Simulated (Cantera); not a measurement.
An isothermal, constant-pressure homogeneous reactor starts with NH3 : H2 = 1 : 0.97 (molar parts), at 1673 K and 50.3 Torr. Integrator tolerance rtol = 1e-08.

Detailed kinetics in Cantera: the gas-phase N/H chemistry of the illustrative SiF4/NH3 mechanism in the Surface Chemkin manual (1991). Walls and surfaces, which speed up NH3 decomposition in real reactors, are not modelled.

### Question
What does this change do: NH3 1 to 0.39 parts?

### Answer
```
quantity                                            before                                     after
----------------  ----------------------------------------  ----------------------------------------
x(NH3) at 100 s     0.0240 (gas-phase equilibrium 8.00e-7)    0.0208 (gas-phase equilibrium 7.19e-7)
x(H2) at 100 s         0.815 (gas-phase equilibrium 0.831)       0.876 (gas-phase equilibrium 0.888)
x(N2) at 100 s         0.160 (gas-phase equilibrium 0.168)       0.103 (gas-phase equilibrium 0.111)
x(N2H2) at 100 s    1.13e-8 (gas-phase equilibrium <1e-12)    8.76e-9 (gas-phase equilibrium <1e-12)
x(NH2) at 100 s   1.74e-5 (gas-phase equilibrium 9.69e-10)  1.54e-5 (gas-phase equilibrium 8.43e-10)
x(N2H4) at 100 s   2.28e-10 (gas-phase equilibrium <1e-12)   1.79e-10 (gas-phase equilibrium <1e-12)
```

### Question
What does this change do: pressure from 50.3 Torr to 20.0 Torr?

### Answer
```csv
quantity,before,after
x(NH3) at 100 s,0.0240 (gas-phase equilibrium 8.00e-7),0.0644 (gas-phase equilibrium 3.18e-7)
x(H2) at 100 s,0.815 (gas-phase equilibrium 0.831),0.788 (gas-phase equilibrium 0.831)
x(N2) at 100 s,0.160 (gas-phase equilibrium 0.168),0.147 (gas-phase equilibrium 0.168)
x(N2H2) at 100 s,1.13e-8 (gas-phase equilibrium <1e-12),6.01e-8 (gas-phase equilibrium <1e-12)
x(NH2) at 100 s,1.74e-5 (gas-phase equilibrium 9.69e-10),4.09e-5 (gas-phase equilibrium 6.11e-10)
x(N2H4) at 100 s,2.28e-10 (gas-phase equilibrium <1e-12),5.03e-10 (gas-phase equilibrium <1e-12)
```

### Question
What does this change do: NH3 1 to 5.1 parts?

### Answer
```tsv
quantity	before	after
x(NH3) at 100 s	0.0240 (gas-phase equilibrium 8.00e-7)	0.0255 (gas-phase equilibrium 8.33e-7)
x(H2) at 100 s	0.815 (gas-phase equilibrium 0.831)	0.753 (gas-phase equilibrium 0.771)
x(N2) at 100 s	0.160 (gas-phase equilibrium 0.168)	0.221 (gas-phase equilibrium 0.228)
x(N2H2) at 100 s	1.13e-8 (gas-phase equilibrium <1e-12)	1.30e-8 (gas-phase equilibrium <1e-12)
x(NH2) at 100 s	1.74e-5 (gas-phase equilibrium 9.69e-10)	1.85e-5 (gas-phase equilibrium 1.05e-9)
x(N2H4) at 100 s	2.28e-10 (gas-phase equilibrium <1e-12)	2.58e-10 (gas-phase equilibrium <1e-12)
```
